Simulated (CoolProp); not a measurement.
R1132(E) along the isotherm 368.6 K: Z from the reference equation and from simpler models built on Tc = 348.8 K, pc = 5.174 MPa, ω = 0.245; each cubic takes its own stable root.

The numbers come from the reference Helmholtz-energy equation of state, Akasaka 2024 in CoolProp.

| p (MPa) | phase | reference |
|---|---|---|
| 0.0206 | gas | 0.9989 |
| 0.0347 | gas | 0.9981 |
| 0.0585 | gas | 0.9967 |
| 0.0988 | gas | 0.9945 |
| 0.167 | gas | 0.9907 |
| 0.281 | gas | 0.9842 |
| 0.475 | gas | 0.9732 |
| 0.801 | gas | 0.9543 |
| 1.35 | gas | 0.9213 |
| 2.28 | gas | 0.8618 |
| 3.85 | gas | 0.7473 |
| 6.5 | supercritical | 0.4645 |

Task: How far does each simpler model (van der Waals, Redlich-Kwong, Soave-Redlich-Kwong, Peng-Robinson) lie from the reference over these 12 states: mean and median of the absolute difference, and the worst?

Result: 
- van der Waals: mean 1.3 %, median 0.2 %, worst -11.2 % at 368.6 K and 6.5 MPa
- Redlich-Kwong: mean 0.3 %, median 0.0 %, worst -2.6 % at 368.6 K and 6.5 MPa
- Soave-Redlich-Kwong: mean 0.8 %, median 0.0 %, worst +7.4 % at 368.6 K and 6.5 MPa
- Peng-Robinson: mean 0.6 %, median 0.2 %, worst -2.1 % at 368.6 K and 3.85 MPa
